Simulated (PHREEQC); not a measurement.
Consider water at 25 °C with 0.21 mol/kgw HF, 0.034 mol/kgw (CH3)4NF and 8.2e-05 mol/kgw HCl. Closed to the air; pH follows from the charge balance.

Model: ion-association model, wateq4f.dat, run in PHREEQC.

This is a speciation only: nothing precipitates in the calculation.

Question: Predict the pH.

Answer: pH 2.43.

Question: In which forms is F present?

Answer: HF 49 %, H2F2 31 %, F- 11 %, HF2- 9.9 % of the F.

Complexes and solids missing from the database can't appear. (CH3)4N+ isn't in the database: it is added as a free cation with an ion size of 4 Å. wateq4f.dat counts part of the HF as a dimer, H2F2, which phreeqc.dat doesn't know; its constant is uncertain.
